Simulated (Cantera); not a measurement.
Input: 1 mol Ca(OH)2, 0.4 mol CO2, 15 mol O2, equilibrated at 1.00 bar.

These are equilibrium values from Cantera (NASA tables, ideal gas, pure condensed phases), not measurements of a reactor. Candidate condensed phases: C, C6H6, C7H8, C8H18, Ca, CaCO3, CaO, Ca(OH)2, H2O; 115 gas species. Rates play no part.

Task: Which condensed phases are stable at each of these points (T (K)): 600, 700, 800, 900, 1000, 1100, 1200, 1300?

Result: 
| T (K) | condensed phases | Ca condensed (%) |
|---|---|---|
| 600 | CaCO3(calcite) + Ca(OH)2(s) | 100.0 |
| 700 | CaCO3(calcite) + CaO(s) | 100.0 |
| 800 | CaCO3(calcite) + CaO(s) | 100.0 |
| 900 | CaCO3(calcite) + CaO(s) | 100.0 |
| 1000 | CaO(s) | 100.0 |
| 1100 | CaO(s) | 100.0 |
| 1200 | CaO(s) | 100.0 |
| 1300 | CaO(s) | 100.0 |

At 600 K the condensed part is CaCO3(calcite) + Ca(OH)2(s). From 700 K to 900 K the condensed part is CaCO3(calcite) + CaO(s). From 1000 K to 1300 K the condensed part is CaO(s).
